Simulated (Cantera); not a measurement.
Thermodynamics of titanium nitride, carbide and oxide coatings, feed TiCl4 + H2O + N2

A closed system holds: 1 mol TiCl4, a varied amount of H2O, 0.83 mol N2, at 1575 °C and 3700 Pa.

Method: chemical equilibrium by Gibbs-energy minimisation in Cantera with the NASA 1993 tables (ideal gas, pure condensed phases). Candidate condensed phases: H2O, NH4Cl, Ti, TiCl2, TiCl3, TiCl4, TiN, TiO, TiO2, Ti2O3, Ti3O5, Ti4O7; 38 gas species. The tables' values for TiCl2 are old estimates; treat these amounts as uncertain. Gases not in the tables: TiO(OH)2. The numbers say what is thermodynamically allowed, not how fast it happens.

From 0.82 mol H2O to 8.2 mol H2O the condensed part is TiO2(rutile).

| n(H2O) (mol) | x HCl | x H2O | x N2 | x TiCl4 | x TiCl3 | x Cl | n TiO2(rutile) |
|---|---|---|---|---|---|---|---|
| 0.82 | 0.505 | 0.000159 | 0.256 | 0.127 | 0.0540 | 0.0538 | 0.406 |
| 1.7 | 0.750 | 0.000948 | 0.186 | 0.0173 | 0.0162 | 0.0245 | 0.846 |
| 2.7 | 0.701 | 0.125 | 0.149 | 7.58e-7 | 1.07e-6 | 0.0162 | 1.000 |
| 3.6 | 0.603 | 0.246 | 0.128 | 1.07e-7 | 1.72e-7 | 0.0143 | 1.000 |
| 4.5 | 0.529 | 0.337 | 0.112 | 3.39e-8 | 6.07e-8 | 0.0128 | 1.000 |
| 5.5 | 0.465 | 0.415 | 0.0989 | 1.34e-8 | 2.70e-8 | 0.0114 | 1.000 |
| 6.4 | 0.420 | 0.471 | 0.0893 | 6.91e-9 | 1.53e-8 | 0.0103 | 1.000 |
| 7.3 | 0.383 | 0.517 | 0.0814 | 3.96e-9 | 9.61e-9 | 0.00942 | 1.000 |
| 8.2 | 0.352 | 0.555 | 0.0747 | 2.44e-9 | 6.45e-9 | 0.00867 | 1.000 |
x: gas mole fraction; n: condensed amount in mol.
